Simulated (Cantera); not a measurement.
A closed system holds: 1 mol borazine, 0.08 mol H₂O, 11 mol H₂, at 2100 K and 10000 Pa.

Method: chemical equilibrium by Gibbs-energy minimisation in Cantera with the NASA 1993 tables (ideal gas, pure condensed phases). Candidate condensed phases: B, BN, B₂O₃, B₃O₃H₃, H₂O; 39 gas species. The feed counts by its element totals alone. Mutual solubility and eutectic melting of coexisting phases are not modelled. The tables' values for BH₂ are old estimates; treat these amounts as uncertain. Gases not in the tables: B₂H₆ and higher boranes. Rates play no part.

Base state: H₂ 0.979, H 0.00975, N₂ 0.00487, HBO 0.00484, BH₂ 0.000791, BO 0.000638, B₂O₂ 5.65e-5, BH₃ 1.40e-5 (mole fractions); condensed: B(s) + BN(s).

**Question.** What changes in the equilibrium state with this change: H₂O from 0.08 to 0.23 mol?

**Answer.** 
| species | before | after |
|---|---|---|
| H₂ | 0.979 | 0.966 |
| HBO | 0.00484 | 0.0132 |
| H | 0.00975 | 0.00968 |
| N₂ | 0.00487 | 0.00822 |
| HBO₂ | 1.37e-6 | 1.33e-5 |
| B₂O₂ | 5.65e-5 | 0.000423 |
| BO | 0.000638 | 0.00175 |
| B₂O | 1.19e-5 | 2.52e-5 |
| BH₃ | 1.40e-5 | 1.06e-5 |
| B(s), mol | 0.0473 | 0 |
| BN(s), mol | 2.86 | 2.76 |

**Question.** What changes in the equilibrium state with this change: H₂O from 0.08 to 1.2 mol?

**Answer.** 
```json
[
 {"species": "H₂", "before": "0.979", "after": "0.890"},
 {"species": "HBO", "before": "0.00484", "after": "0.0502"},
 {"species": "N₂", "before": "0.00487", "after": "0.0360"},
 {"species": "B₂O₃", "before": "1.07e-7", "after": "0.000374"},
 {"species": "HBO₂", "before": "1.37e-6", "after": "0.000422"},
 {"species": "B₂O₂", "before": "5.65e-5", "after": "0.00669"},
 {"species": "H₂O", "before": "2.15e-6", "after": "5.78e-5"},
 {"species": "BO", "before": "0.000638", "after": "0.00694"},
 {"species": "B(s), mol", "before": "0.0473", "after": "0"},
 {"species": "BN(s), mol", "before": "2.86", "after": "1.81"}
]
```
